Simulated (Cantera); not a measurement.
## Moist CO burnout

An isothermal, constant-pressure homogeneous reactor starts with 0.112 % CO, 6.62 % O₂, 0.0475 % H₂O, 93.2 % N₂, equivalence ratio 0.0085, at 998 K and 585 Torr.

Cantera simulation using GRI-Mech 3.0 (53 species, 325 reactions); the numbers are that mechanism's predictions, not measurements.

```csv
t (s),x CO,x O₂,x H₂O,x CO₂,x N₂O
1.00e-5,0.00112,0.0662,0.000475,<1e-12,<1e-12
4.29e-5,0.00112,0.0662,0.000475,2.54e-12,<1e-12
0.000184,0.00112,0.0662,0.000475,1.09e-11,<1e-12
0.000788,0.00112,0.0662,0.000475,4.72e-11,<1e-12
0.00338,0.00112,0.0662,0.000475,2.16e-10,<1e-12
0.0145,0.00112,0.0662,0.000475,1.25e-9,<1e-12
0.0621,0.00112,0.0662,0.000475,1.38e-8,9.53e-12
0.266,0.00112,0.0662,0.000475,1.54e-6,7.74e-10
1.14,0.000948,0.0661,0.000475,0.000171,4.63e-8
4.90,0.000455,0.0659,0.000475,0.000664,1.94e-7
21.0,4.63e-5,0.0657,0.000476,0.00107,3.73e-7
90.0,3.95e-7,0.0657,0.000476,0.00112,3.67e-7
```
x: mole fraction; the columns are a selection and need not sum to one.

Equilibrium at this temperature and pressure: CO <1e-12, O₂ 0.0657, H₂O 0.000476, CO₂ 0.00112, N₂O 1.48e-9 (gas phase only).
